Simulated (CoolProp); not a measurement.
Vapour-liquid equilibrium of CHF3 (R23) (1) + sulfur hexafluoride (2) at -14.55 °C; x and y are mole fractions of (1).

Values from CoolProp's multi-fluid Helmholtz-energy mixture model, Penoncello 2003 and Guder 2009; pair parameters Bell 2016.

```
x      bubble pressure, mixture model (MPa)  bubble pressure, Raoult's law (MPa)  y, mixture model  y, Raoult's law
-----  ------------------------------------  -----------------------------------  ----------------  ---------------
0.05                                 0.9706                               0.8602             0.167            0.096
0.125                                 1.147                               0.9225             0.315            0.223
0.2                                   1.279                               0.9847        (withheld)            0.335
0.275                            (withheld)                                1.047             0.474            0.433
0.35                                  1.459                                1.109             0.527            0.520
0.425                                 1.524                                1.171             0.573            0.598
0.5                                   1.577                                1.234             0.617            0.668
0.575                                 1.620                                1.296             0.660            0.732
0.65                                  1.654                                1.358        (withheld)            0.789
0.725                                 1.678                                1.420        (withheld)            0.841
0.8                                   1.690                                1.483        (withheld)            0.890
0.875                                 1.690                                1.545             0.869            0.934
0.95                                  1.672                                1.607             0.942            0.975
```

**Question.** What belongs in the gaps?

**Answer.** 
- 0.2, y, mixture model: 0.408
- 0.275, bubble pressure, mixture model (MPa): 1.380
- 0.65, y, mixture model: 0.705
- 0.725, y, mixture model: 0.753
- 0.8, y, mixture model: 0.807

The largest gap from Raoult's law is +31.8 % in bubble pressure, at x = 0.275. y crosses x between x = 0.8 and 0.875: the model has an azeotrope there.

The pair parameters rest on a limited set of measurements; away from them the model extrapolates.
